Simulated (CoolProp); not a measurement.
Vapour-liquid equilibrium of benzene (1) + toluene (2) at 471.3 K; x and y are mole fractions of (1).

Values from CoolProp's multi-fluid Helmholtz-energy mixture model, Thol 2012 and Lemmon 2006; pair parameters Bell 2016.

```csv
x,"bubble pressure, mixture model (bar)","bubble pressure, Raoult's law (bar)","y, mixture model","y, Raoult's law"
0.05,7.564,7.593,0.081,0.092
0.2,8.501,8.597,0.296,0.325
0.35,9.466,9.602,0.474,0.509
0.5,10.46,10.61,0.625,0.658
0.65,11.47,11.61,0.755,0.781
0.8,12.52,12.62,0.869,0.885
0.95,13.59,13.62,0.969,0.973
```

The largest gap from Raoult's law is -1.4 % in bubble pressure, at x = 0.35. No azeotrope shows between x = 0.05 and 0.95.

Pair parameters are fitted to limited data, so mixtures are less certain than the pure fluids.
